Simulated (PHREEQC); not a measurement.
Nickel, zinc or cadmium bath

Consider water at 50 °C with 0.14 mol/kgw ZnCl2, 0.00027 mol/kgw H3BO3 and 0.00038 mol/kgw FeSO4. It is in equilibrium with CO2 at log p = -3.5 (atm). Otherwise closed; pH follows from the charge balance.

Model: ion-association model, phreeqc.dat, run in PHREEQC.

```
Property                   Value
-----------------  -------------
pH                          4.81
ionic strength     0.327 mol/kgw
activity of water          0.994
density              1.005 g/cm³
```

```json
[
 {"species": "Cl-", "molality": "0.228", "activity": "0.152", "log γ": "-0.175"},
 {"species": "Zn+2", "molality": "0.0957", "activity": "0.0226", "log γ": "-0.627"},
 {"species": "ZnCl+", "molality": "0.0382", "activity": "0.0256", "log γ": "-0.174"},
 {"species": "ZnCl2", "molality": "0.00416", "activity": "0.00449", "log γ": "0.033"},
 {"species": "ZnCl3-", "molality": "0.00131", "activity": "0.000881", "log γ": "-0.174"},
 {"species": "Fe+2", "molality": "0.000352", "activity": "9.44e-5", "log γ": "-0.571"},
 {"species": "ZnCl4-2", "molality": "0.000342", "activity": "8.08e-5", "log γ": "-0.627"},
 {"species": "H3BO3", "molality": "0.000270", "activity": "0.000291", "log γ": "0.033"}
]
```

No solid was allowed to form. Constants without temperature data keep their 25 °C values here.
